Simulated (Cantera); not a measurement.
A freely propagating, adiabatic, planar premixed flame of H2 : O2 : N2 = 1 : 0.417 : 1.92 (molar parts), equivalence ratio 1.2, unburnt at 625 K and 9.28 atm; mixture-averaged transport, grid criteria slope 0.08 and curve 0.16, no radiation.

Model: the H2/O2 subset of GRI-Mech 3.0, which has no nitrogen chemistry, integrated in Cantera. The hydrogen kinetics of GRI-Mech 3.0 are dated; newer H2 mechanisms differ, most at raised pressure. Burning velocities carry a grid error of a few per cent, more on coarse grids.

Predict: laminar burning velocity; thermal thickness; peak x(O); peak x(HO2); peak x(H2O2); peak x(H).


* **laminar burning velocity**: 639 cm/s
* **thermal thickness**: 0.0282 mm
* **peak x(O)**: 0.00425
* **peak x(HO2)**: 0.00118
* **peak x(H2O2)**: 0.000102
* **peak x(H)**: 0.0275
